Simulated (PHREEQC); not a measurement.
0.042 g of hydrous ferric oxide (600 m²/g; 0.2 weak and 0.005 strong sites per Fe, Dzombak-Morel constants, diffuse double layer) in 1 kg of water with 0.05 mol/kgw of an inert sodium salt and 2.4e-07 mol/kgw ZnSO4, at 25 °C; the pH is set by adding NaOH or the inert anion's acid. Oxygen alone is held at its pressure in air (log pO2 = -0.68). CO2 from the air is kept out. Precipitation was switched off in this run.

All values are PHREEQC results (ion-association model, wateq4f.dat), not measurements.

Question: Predict surface charge σ (C/m²), surface potential ψ (mV) at pH = 7.88, 8.25.

Answer: 
| pH | surface charge σ (C/m²) | surface potential ψ (mV) |
|---|---|---|
| 7.88 | 0.006 | 12 |
| 8.25 | -0.004 | -7 |

The oxide is taken as insoluble; below pH 4 it would dissolve.
